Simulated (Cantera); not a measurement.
Input: 1 mol AlCl₃, 0.75 mol N₂O, a varied amount of N₂, at 775 °C and 1.00 bar.

Method: chemical equilibrium by Gibbs-energy minimisation in Cantera with the NASA 1993 tables (ideal gas, pure condensed phases). Candidate condensed phases: Al, AlCl₃, AlN, Al₂O₃; 24 gas species. Equilibrium is a limit: real reactors are often held back by kinetics, nucleation or transport.

Q: At 26 mol N₂, list the 5 most abundant gas species with their mole fractions, and the condensed phases.

A: N₂ 0.955, Cl₂ 0.0267, AlCl₃ 0.0178, Cl 0.000126, Al₂Cl₆ 1.68e-5. Condensed: Al₂O₃(s).
